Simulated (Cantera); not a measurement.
An isothermal, constant-pressure homogeneous reactor starts with CH4 : H2O : H2 = 1 : 1.9 : 0.44 (molar parts), at 1348 K and 2.76 atm. Integrator tolerance rtol = 1e-08.

Detailed kinetics in Cantera: GRI-Mech 3.0 (53 species, 325 reactions).

```tsv
quantity	before	after
x(CH4) at 8.00 s	0.211 (gas-phase equilibrium 8.54e-5)	0.0383 (gas-phase equilibrium 4.68e-6)
x(H2O) at 8.00 s	0.530 (gas-phase equilibrium 0.149)	0.218 (gas-phase equilibrium 0.154)
x(H2) at 8.00 s	0.221 (gas-phase equilibrium 0.663)	0.584 (gas-phase equilibrium 0.658)
x(CH2CO) at 8.00 s	5.87e-6 (gas-phase equilibrium 1.05e-10)	1.36e-6 (gas-phase equilibrium 4.04e-11)
x(HO2) at 8.00 s	<1e-12 (gas-phase equilibrium <1e-12)	<1e-12 (gas-phase equilibrium <1e-12)
x(HCO) at 8.00 s	2.10e-11 (gas-phase equilibrium 1.68e-9)	8.65e-9 (gas-phase equilibrium 1.17e-8)
x(CH2O) at 8.00 s	4.01e-7 (gas-phase equilibrium 1.44e-7)	2.10e-7 (gas-phase equilibrium 1.38e-7)
```

Question: What was changed between the two runs?
A. temperature 1348 to 1573 K
B. temperature 1348 to 1248 K
C. temperature 1348 to 1500 K
D. pressure from 2.76 atm to 4.93 atm

Answer: A, temperature 1348 to 1573 K
